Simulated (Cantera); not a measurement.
An isothermal, constant-pressure homogeneous reactor starts with 85.5 % NH3, 14.5 % H2, at 1798 K and 9.75 Torr.

Computed with Cantera and the gas-phase N/H chemistry of the illustrative SiF4/NH3 mechanism in the Surface Chemkin manual (1991). Walls and surfaces, which speed up NH3 decomposition in real reactors, are not modelled.

x: mole fraction; the columns are a selection and need not sum to one.

```csv
t (s),x NH3,x H2,x NH2,x N,x N2H2
1.00e-5,0.855,0.145,1.48e-7,<1e-12,<1e-12
3.88e-5,0.855,0.145,6.88e-7,<1e-12,<1e-12
0.000151,0.855,0.145,2.81e-6,<1e-12,1.49e-11
0.000584,0.855,0.145,___,<1e-12,6.48e-10
0.00227,0.855,0.145,4.30e-5,1.10e-10,1.75e-8
0.00879,0.854,0.145,0.000165,6.47e-9,3.56e-7
0.0341,0.853,0.146,0.000510,1.32e-7,4.59e-6
0.132,0.842,0.154,0.000586,1.96e-7,6.32e-6
0.514,0.800,___,0.000563,___,___
1.99,0.665,0.284,0.000492,2.62e-7,4.25e-6
7.73,0.365,0.502,0.000324,3.11e-7,1.73e-6
30.0,0.0788,0.712,0.000109,2.89e-7,2.18e-7
```

Problem. Some entries are withheld; supply them.

Solution. 
- 0.000584, x NH2: 1.11e-5
- 0.514, x H2: 0.185
- 0.514, x N: 2.16e-7
- 0.514, x N2H2: 5.79e-6
